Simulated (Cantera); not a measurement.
**Diamond growth**

A diamond (100) surface in a fixed gas of H2 with x(CH4) = 0.016, x(H) = 0.00022, at 925 K, 0.109 atm; coverages are run to steady state.

Model: the Harris–Goodwin 1993 mechanism for the reconstructed diamond (100) surface, integrated in Cantera.

| x(CH3) | growth (µm/h) | θ c6HH | θ c6H* | θ c6*H | θ c6** | θ c6HM |
|---|---|---|---|---|---|---|
| 1e-06 | 0.0355 | 0.671 | 0.0120 | 0.308 | 0.00457 | 0.00305 |
| 2.3e-06 | 0.0813 | 0.668 | 0.0119 | 0.307 | 0.00454 | 0.00698 |
| 5.4e-06 | 0.188 | 0.660 | 0.0118 | 0.303 | 0.00447 | 0.0162 |
| 1.3e-05 | 0.440 | 0.642 | 0.0115 | 0.295 | 0.00431 | 0.0378 |
| 2.9e-05 | 0.922 | 0.606 | 0.0108 | 0.278 | 0.00401 | 0.0792 |
| 6.8e-05 | 1.89 | 0.536 | 0.00952 | 0.245 | 0.00341 | 0.162 |
| 0.00016 | 3.41 | 0.424 | 0.00747 | 0.192 | 0.00247 | 0.294 |
| 0.00037 | 5.18 | 0.294 | 0.00510 | 0.131 | 0.00143 | 0.446 |
| 0.00086 | 6.72 | 0.181 | 0.00302 | 0.0776 | 0.000628 | 0.580 |
θ: site fractions in the mechanism's names (c6HH fully hydrogenated, c6H* and c6*H radical sites, c6** diradical, c6HM methylated).
